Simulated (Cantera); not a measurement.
Cantera run, input and output.

```python
import numpy as np
import cantera as ct

gas = ct.Solution("gri30.yaml")
gas.TPX = 1225, 100000, {'H2': 1.3, 'O2': 1, 'N2': 1}
reactor = ct.IdealGasConstPressureReactor(gas, energy="off", clone=False)
net = ct.ReactorNet([reactor])
net.rtol, net.atol = 1e-08, 1e-18
show = ['H2', 'O2', 'N2O', 'NO', 'OH', 'H2O2', 'H']
times = np.geomspace(3e-05, 30, 11)

steps = ct.SolutionArray(gas, extra=["t"])
rows = []
print(f"{'t/s':>10s}{'T/K':>9s}{'P/Pa':>11s}" + "".join(f"{s:>11s}" for s in show))
for t in times:
    while net.time < t:
        t_next = net.step()
        steps.append(gas.state, t=t_next)
    rows.append([np.interp(t, steps.t, y) for y in (steps.T, steps.P, *steps(*show).X.T)])
    print(f"{t:10.3e}{rows[-1][0]:9.1f}{rows[-1][1]:11.4g}" + "".join(f"{x:11.3e}" for x in rows[-1][2:]))
rate = np.gradient(steps.T, steps.t)
print("integrator steps:", len(steps.t))
if steps.T.max() > steps.T[0] + 200:
    print(f"time of steepest temperature rise: {steps.t[rate.argmax()]:.4e} s")
gas.TPX = 1225, 100000, {'H2': 1.3, 'O2': 1, 'N2': 1}
gas.equilibrate("TP")
print(f"equilibrium (TP): T = {gas.T:.1f} K  " + "  ".join(f"{s} {gas[s].X[0]:.3e}" for s in show))
```

It prints:

```
       t/s      T/K       P/Pa         H2         O2        N2O         NO         OH       H2O2          H
 3.000e-05   1225.0      1e+05  5.094e-02  1.505e-01  3.516e-08  2.974e-06  8.517e-03  4.462e-05  2.407e-02
 1.194e-04   1225.0      1e+05  3.796e-03  1.335e-01  7.091e-08  3.307e-06  4.063e-04  1.132e-05  5.500e-05
 4.755e-04   1225.0      1e+05  1.216e-03  1.325e-01  7.609e-08  2.873e-06  7.879e-05  3.471e-06  3.251e-06
 1.893e-03   1225.0      1e+05  3.356e-04  1.322e-01  7.830e-08  2.358e-06  3.156e-05  5.209e-07  3.699e-07
 7.536e-03   1225.0      1e+05  2.863e-05  1.321e-01  7.889e-08  2.426e-06  1.750e-05  3.776e-08  1.842e-08
 3.000e-02   1225.0      1e+05  9.880e-08  1.321e-01  7.700e-08  3.270e-06  1.189e-05  1.062e-08  1.310e-10
 1.194e-01   1225.0      1e+05  2.932e-08  1.321e-01  6.874e-08  3.405e-06  8.749e-06  5.918e-09  5.731e-11
 4.755e-01   1225.0      1e+05  2.874e-08  1.321e-01  4.381e-08  3.402e-06  8.268e-06  5.327e-09  5.323e-11
 1.893e+00   1225.0      1e+05  2.874e-08  1.321e-01  1.116e-08  3.402e-06  8.263e-06  5.320e-09  5.319e-11
 7.536e+00   1225.0      1e+05  2.874e-08  1.321e-01  6.214e-09  3.402e-06  8.262e-06  5.319e-09  5.318e-11
 3.000e+01   1225.0      1e+05  2.874e-08  1.321e-01  6.212e-09  3.402e-06  8.262e-06  5.319e-09  5.318e-11
integrator steps: 1662
equilibrium (TP): T = 1225.0 K  H2 2.874e-08  O2 1.320e-01  N2O 6.211e-09  NO 1.301e-04  OH 8.261e-06  H2O2 5.318e-09  H 5.319e-11
```

Detailed kinetics in Cantera: GRI-Mech 3.0 (53 species, 325 reactions). The temperature is held fixed by assumption; the heat of reaction is taken as removed at once.
